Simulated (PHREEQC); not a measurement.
Consider water at 25 °C with 0.00022 mol FeCl3, 0.15 mol KBr and 0.00031 mol Na2SO4 per kg of water. Closed to the air; pH follows from the charge balance.

Equilibrium calculation in PHREEQC: ion-association model, wateq4f.dat.

**Question.** The ionic strength comes out as 0.152 mol/kgw. What activity coefficients do Fe(OH)2+, Br-, K+, FeOH+2, HSO4- get?

**Answer.** Fe(OH)2+ 0.76, Br- 0.76, K+ 0.73, FeOH+2 0.33, HSO4- 0.75.

This is a speciation only: nothing precipitates in the calculation. The solution is supersaturated, for example in Jarosite-K, Fe(OH)3(a), so a real one may precipitate; this is no full list. Complexes and solids missing from the database can't appear.
